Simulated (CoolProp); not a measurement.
A closed Brayton cycle with carbon dioxide: compressor inlet 321.15 K and 8.8 MPa, high pressure 23.1 MPa, turbine inlet 815 K, compressor efficiency 0.85, turbine efficiency 0.93, recuperator effectiveness 0.95 (on enthalpy, no pinch check). Each further row changes one setting.

Values from CoolProp's reference Helmholtz-energy equation of state, Span 1996.

| case | thermal efficiency (%) | net work (kJ/kg) | compressor to turbine work | compressor exit (K) | turbine exit (K) |
|---|---|---|---|---|---|
| as stated | 36.9 | 85.9 | 0.34 | 393.5 | 696.7 |
| turbine inlet 765 K | 34.7 | 76.8 | 0.36 | 393.5 | 651.0 |
| compressor inlet 331.15 K | 35.6 | 77.9 | 0.40 | 413.1 | 696.7 |
| high pressure 19.6 MPa | 35.9 | 74.2 | 0.32 | 380.9 | 716.3 |
| recuperator effectiveness 0.5 | 21.9 | 85.9 | 0.34 | 393.5 | 696.7 |
